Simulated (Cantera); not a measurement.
Source: NASA polynomial tables (part measured, part estimated), evaluated in Cantera. Values are per mole of reaction as written; species without (g) are pure solids or liquids, kept so even where they would boil at 1 bar. TiC: taken at fixed stoichiometry.

Question: Between 1248 and 1748 K, where is each reaction favourable under standard conditions?
- 3 H₂(g) + 2 TiC = 2 Ti + C₂H₆(g)
- C₆H₆(g) + 6 Ti = 6 TiC + 6 H(g)
- 9 TiC + 3 CH₄(g) = 9 Ti + 2 C₆H₆(g)

Answer: 
- 3 H₂(g) + 2 TiC = 2 Ti + C₂H₆(g): ΔG° is 504 kJ at 1248 K and 598 kJ at 1748 K; it stays positive (K < 1). ΔH° is 272 kJ and ΔS° -186 J/K at 1748 K.
- C₆H₆(g) + 6 Ti = 6 TiC + 6 H(g): ΔG° is -420 kJ at 1248 K and -650 kJ at 1748 K; it stays negative (K > 1). ΔH° is 157 kJ and ΔS° 462 J/K at 1748 K.
- 9 TiC + 3 CH₄(g) = 9 Ti + 2 C₆H₆(g): ΔG° is 2006 kJ at 1248 K and 1972 kJ at 1748 K; it stays positive (K < 1). ΔH° is 2098 kJ and ΔS° 72 J/K at 1748 K.
